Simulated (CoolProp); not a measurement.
Saturated liquid density (kg/m³) of decamethylcyclopentasiloxane (D5): the reference equation beside estimates from Tc = 345.1 °C, pc = 10.78 bar, ω = 0.631. Rackett uses Z = 0.29056 − 0.08775 ω.

The numbers come from the reference Helmholtz-energy equation of state, Thol 2019 in CoolProp.

```csv
T (°C),reference,Rackett,Redlich-Kwong
143.25,825.5,___,660.9
157.15,___,925.7,646.0
170.95,793.3,905.4,___
184.85,776.5,884.2,___
198.65,759.1,862.4,596.7
212.55,741.0,___,578.4
226.45,___,815.4,559.0
240.25,701.9,790.3,___
254.15,680.2,763.3,516.3
267.95,656.9,734.6,492.5
281.85,630.9,___,466.4
295.75,601.2,667.5,437.3
```

**Question.** Fill in the missing entries.

**Answer.** 
- 143.25, Rackett: 945.5
- 157.15, reference: 809.6
- 170.95, Redlich-Kwong: 630.4
- 184.85, Redlich-Kwong: 613.9
- 212.55, Rackett: 839.5
- 226.45, reference: 721.9
- 240.25, Redlich-Kwong: 538.4
- 281.85, Rackett: 702.9

Absolute difference from the reference over all 12 rows, mean and median: Rackett 13.0 and 13.1 %, Redlich-Kwong 22.8 and 22.3 %.
